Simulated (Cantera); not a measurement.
Charge: 1 mol Si2H6, 0.16 mol H2O, equilibrated at 8.70e-5 bar.

Equilibrium computed with Cantera from the NASA thermochemical tables; the gas is ideal and each condensed phase is pure. Candidate condensed phases: H2O, Si, SiO2; 18 gas species. The feed counts by its element totals alone. Rates play no part. All values below are at 1300 °C.

Base state: H2 0.947, SiO 0.0481, H 0.00424, Si 0.000632, SiH 1.38e-5 (mole fractions); condensed: Si(s).

Question: What changes in the equilibrium state with this change: H2O from 0.16 to 0.4 mol?

Answer: 
| species | before | after |
|---|---|---|
| H2 | 0.947 | 0.890 |
| SiO | 0.0481 | 0.105 |
| H | 0.00424 | 0.00411 |
| SiH | 1.38e-5 | 1.34e-5 |
| Si | 0.000632 | 0.000632 |
| Si(s), mol | 1.84 | 1.60 |
